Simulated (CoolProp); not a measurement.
A closed Brayton cycle with carbon dioxide: compressor inlet 306.15 K and 8.7 MPa, high pressure 27.8 MPa, turbine inlet 655 K, compressor efficiency 0.89, turbine efficiency 0.93, recuperator effectiveness 0.9 (on enthalpy, no pinch check). Each further row changes one setting.

Values from CoolProp's reference Helmholtz-energy equation of state, Span 1996.

| case | thermal efficiency (%) | net work (kJ/kg) | compressor to turbine work | compressor exit (K) | turbine exit (K) |
|---|---|---|---|---|---|
| as stated | 31.8 | 88.3 | 0.24 | 337.3 | 529.7 |
| turbine inlet 605 K | 29.3 | 76.0 | 0.27 | 337.3 | 484.6 |
| compressor inlet 316.15 K | 29.6 | 70.1 | 0.40 | 393.1 | 529.7 |
| high pressure 23.6 MPa | 30.6 | 79.7 | 0.22 | 332.0 | 546.9 |
| recuperator effectiveness 0.5 | 23.5 | 88.3 | 0.24 | 337.3 | 529.7 |
